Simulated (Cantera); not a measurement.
A closed system holds: 1 mol borazine, 0.73 mol N2, at 1927 °C.

These are equilibrium values from Cantera (NASA tables, ideal gas, pure condensed phases), not measurements of a reactor. Candidate condensed phases: B, BN; 15 gas species. The feed counts by its element totals alone. Mutual solubility and eutectic melting of coexisting phases are not modelled. The tables' values for BH2 are old estimates; treat these amounts as uncertain. Kinetics and transport are ignored.

x: gas mole fraction; n: condensed amount in mol.

```csv
P (Pa),x H2,x N2,x H,x B,n B(s),n BN(s)
10,0.310,0.348,0.314,0.0274,2.82,0
37,0.420,0.383,0.190,0.00739,2.95,0
140,0.489,0.403,0.105,0.00195,2.99,0
520,___,___,___,___,___,___
1900,0.771,0.193,0.0359,0.000100,0,3.00
7200,0.787,0.194,___,___,0,3.00
27000,0.795,0.195,0.00967,1.86e-6,0,3.00
100000,0.800,0.195,0.00504,2.61e-7,0,3.00
```

Task: Some entries are withheld; supply them.

Result: 
- 7200, x H: 0.0186
- 7200, x B: 1.35e-5
- 520, x H2: 0.597
- 520, x N2: 0.341
- 520, x H: 0.0604
- 520, x B: 0.000526
- 520, n B(s): 1.79
- 520, n BN(s): 1.21
